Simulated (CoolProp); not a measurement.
Vapour-liquid equilibrium of nitrogen (1) + methane (2) at 96.1 K; x and y are mole fractions of (1).

Model: multi-fluid Helmholtz-energy mixture model, Span 2000 and Setzmann 1991; pair parameters Kunz 2012, in CoolProp.

```tsv
x	bubble pressure (MPa)	y at the bubble point	dew pressure at overall composition x (MPa)	liquid density (mol/L)
0.05	0.07781	0.715	0.02367	27.63
0.15	0.1664	0.873	0.02647	27.49
0.25	0.2343	0.914	0.03002	27.35
0.35	0.2888	0.935	0.03464	27.18
0.45	0.3351	0.948	0.04089	27.00
0.55	0.3769	0.958	0.04985	26.80
0.65	0.4174	0.966	0.06376	26.56
0.75	0.4592	0.975	0.08833	26.29
0.85	0.5050	0.984	0.1431	25.98
0.95	0.5577	0.994	0.3438	25.62
```

No azeotrope shows between x = 0.05 and 0.95.

The pair parameters rest on a limited set of measurements; away from them the model extrapolates. With so large a gap from Raoult's law the liquid may split in two, which this calculation doesn't test in full.
